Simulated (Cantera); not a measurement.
## Stirred combustor or abatement burner

A perfectly stirred reactor is fed with CH4 : CO : O2 : N2 = 1 : 0.25 : 4.34 : 16.3 (molar parts), at 5.00 bar; it is adiabatic with a 725 K inlet, and is followed from long to short residence time, starting on the burning branch (τ in s: 0.021, 0.012, 0.0064, 0.0036, 0.002, 0.0011, 0.00062, 0.00035, 0.00019, 0.00011, 6e-05).

Detailed kinetics in Cantera: GRI-Mech 3.0 (53 species, 325 reactions).

```json
[
 {"τ (s)": "0.021", "T (K)": "1822", "x CH4": "1.37e-5", "x CO": "0.000300", "x O2": "0.102", "x HCO": "1.08e-8", "x OH": "0.000703", "x H": "3.48e-6"},
 {"τ (s)": "0.012", "T (K)": "1821", "x CH4": "2.02e-5", "x CO": "0.000446", "x O2": "0.102", "x HCO": "1.90e-8", "x OH": "0.000808", "x H": "5.56e-6"},
 {"τ (s)": "0.0064", "T (K)": "1817", "x CH4": "3.10e-5", "x CO": "0.000694", "x O2": "0.102", "x HCO": "3.60e-8", "x OH": "0.000953", "x H": "9.67e-6"},
 {"τ (s)": "0.0036", "T (K)": "1813", "x CH4": "4.57e-5", "x CO": "0.00104", "x O2": "0.102", "x HCO": "6.47e-8", "x OH": "0.00111", "x H": "1.63e-5"},
 {"τ (s)": "0.0020", "T (K)": "1807", "x CH4": "6.79e-5", "x CO": "0.00157", "x O2": "0.102", "x HCO": "1.18e-7", "x OH": "0.00130", "x H": "2.78e-5"},
 {"τ (s)": "0.0011", "T (K)": "1798", "x CH4": "0.000102", "x CO": "0.00239", "x O2": "0.103", "x HCO": "2.19e-7", "x OH": "0.00150", "x H": "4.76e-5"},
 {"τ (s)": "0.00062", "T (K)": "1785", "x CH4": "0.000154", "x CO": "0.00360", "x O2": "0.103", "x HCO": "3.96e-7", "x OH": "0.00171", "x H": "7.86e-5"},
 {"τ (s)": "0.00035", "T (K)": "1766", "x CH4": "0.000237", "x CO": "0.00544", "x O2": "0.104", "x HCO": "7.14e-7", "x OH": "0.00188", "x H": "0.000126"},
 {"τ (s)": "0.00019", "T (K)": "1735", "x CH4": "0.000404", "x CO": "0.00864", "x O2": "0.106", "x HCO": "1.34e-6", "x OH": "0.00197", "x H": "0.000198"},
 {"τ (s)": "0.00011", "T (K)": "1683", "x CH4": "0.000775", "x CO": "0.0139", "x O2": "0.109", "x HCO": "2.36e-6", "x OH": "0.00177", "x H": "0.000263"},
 {"τ (s)": "6.0e-5", "T (K)": "725", "x CH4": "0.0457", "x CO": "0.0114", "x O2": "0.198", "x HCO": "<1e-12", "x OH": "<1e-12", "x H": "<1e-12"}
]
```
x: mole fraction; the columns are a selection and need not sum to one.
